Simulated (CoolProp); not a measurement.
Vapour-liquid equilibrium of R125 (1) + dimethyl ether (2) at 67.4 kPa; x and y are mole fractions of (1).

The numbers come from the multi-fluid Helmholtz-energy mixture model, Lemmon 2005 and Wu 2011; pair parameters Bell 2016 in CoolProp.

```tsv
x	bubble temperature (K)	y at the bubble point	dew temperature at overall composition x (K)	liquid density (mol/L)
0.05	238.8	0.076	239.0	16.03
0.125	237.8	0.191	238.4	15.75
0.2	236.7	0.306	237.7	15.47
0.275	235.4	0.420	237.0	15.21
0.35	233.8	0.530	236.2	14.95
0.425	232.1	0.633	235.3	14.71
0.5	230.2	0.726	234.3	14.47
0.575	228.1	0.806	233.1	14.23
0.65	225.9	0.870	231.8	14.00
0.725	223.8	0.919	230.2	13.77
0.8	221.7	0.955	228.3	13.53
0.875	219.7	0.979	225.7	13.28
0.95	218.0	0.994	222.0	13.03
```

No azeotrope shows between x = 0.05 and 0.95.

The pair parameters rest on a limited set of measurements; away from them the model extrapolates.
